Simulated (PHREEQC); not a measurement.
0.13 g of hydrous ferric oxide (600 m²/g; 0.2 weak and 0.005 strong sites per Fe, Dzombak-Morel constants, diffuse double layer) in 1 kg of water with 0.01 mol/kgw of an inert sodium salt and 2.3e-05 mol Na2HAsO4 and 1.6e-05 mol MnCl2, at 25 °C; the pH is set by adding NaOH or the inert anion's acid. No oxygen is let in. No CO2 enters from the air. Nothing may precipitate in this run.

All values are PHREEQC results (ion-association model, wateq4f.dat), not measurements.

```csv
pH,As sorbed (%),Mn sorbed (%),surface charge σ (C/m²),surface potential ψ (mV)
4,100.0,0.0,0.189,178
4.5,100.0,0.0,0.136,161
5,100.0,0.0,0.091,141
5.5,100.0,0.4,0.058,[?]
6,100.0,3.1,0.035,94
6.5,100.0,16.8,0.020,68
7,100.0,40.3,0.011,41
7.5,99.9,66.9,[?],15
8,99.6,92.5,-0.003,-12
8.5,97.5,99.1,[?],-39
9,87.8,99.9,-0.019,-64
9.5,66.7,100.0,-0.029,[?]
10,41.3,100.0,-0.043,-103
10.5,19.0,100.0,-0.062,-121
11,6.0,100.0,-0.093,[?]
11.5,[?],100.0,-0.140,-155
12,0.4,100.0,-0.211,-164
```

Task: Some entries are withheld; supply them.

Result: 
- 5.5, surface potential ψ (mV): 118
- 7.5, surface charge σ (C/m²): 0.003
- 8.5, surface charge σ (C/m²): -0.010
- 9.5, surface potential ψ (mV): -84
- 11, surface potential ψ (mV): -139
- 11.5, As sorbed (%): 1.5

The database has no arsenate complexes of Mn.
